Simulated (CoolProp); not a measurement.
Water along the isobar 100 MPa: density (kg/m³) from the reference equation and from simpler models built on Tc = 647.1 K, pc = 22.06 MPa, ω = 0.344; each cubic takes its own stable root.

The numbers come from the reference Helmholtz-energy equation of state, Wagner 2002 in CoolProp.

```json
[
 {"T (K)": "374.9", "phase": "liquid", "reference": "998.7"},
 {"T (K)": "403", "phase": "liquid", "reference": "979.7"},
 {"T (K)": "431.2", "phase": "liquid", "reference": "958.6"},
 {"T (K)": "459.4", "phase": "liquid", "reference": "935.6"},
 {"T (K)": "487.5", "phase": "liquid", "reference": "910.8"},
 {"T (K)": "515.7", "phase": "liquid", "reference": "884.1"},
 {"T (K)": "543.9", "phase": "liquid", "reference": "855.3"},
 {"T (K)": "572", "phase": "liquid", "reference": "824.5"},
 {"T (K)": "600.2", "phase": "liquid", "reference": "791.2"},
 {"T (K)": "628.4", "phase": "liquid", "reference": "755.5"},
 {"T (K)": "656.5", "phase": "supercritical", "reference": "717.1"}
]
```

Task: How far does each simpler model (van der Waals, Redlich-Kwong, Soave-Redlich-Kwong, Peng-Robinson) lie from the reference over these 11 states: mean and median of the absolute difference, and the worst?

Result: 
- van der Waals: mean 48.6 %, median 49.2 %, worst -50.6 % at 374.9 K and 100 MPa
- Redlich-Kwong: mean 30.0 %, median 30.1 %, worst -30.5 % at 572 K and 100 MPa
- Soave-Redlich-Kwong: mean 28.4 %, median 28.3 %, worst -29.9 % at 656.5 K and 100 MPa
- Peng-Robinson: mean 19.7 %, median 19.4 %, worst -22.1 % at 656.5 K and 100 MPa
